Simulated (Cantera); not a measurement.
Feed: 1 mol Fe₂O₃, 2.6 mol Cl₂, 22 mol N₂, held at 873 K and 0.100 bar.

Cantera equilibrium calculation (NASA polynomials, part measured and part estimated; ideal gas, pure solids and liquids). Candidate condensed phases: Fe, FeCl₂, FeCl₃, FeO, Fe₂O₃, Fe₃O₄; 19 gas species. Condensed phases not in the tables: FeOCl. Kinetics and transport are ignored.

Base state: N₂ 0.894, Cl₂ 0.103, FeCl₃ 0.00203, O₂ 0.00155, Cl 4.49e-5, FeCl₂ 1.03e-5 (mole fractions); condensed: Fe₂O₃(s).

Task: What changes in the equilibrium state with this change: temperature from 873 K to 800 K?

Result: 
```
species         before     after
-------------  -------  --------
N₂               0.894     0.894
Cl₂              0.103     0.105
FeCl₃          0.00203  0.000704
O₂             0.00155  0.000537
FeCl₂          1.03e-5   8.79e-7
Cl             4.49e-5   9.56e-6
Fe₂O₃(s), mol    0.975     0.991
```
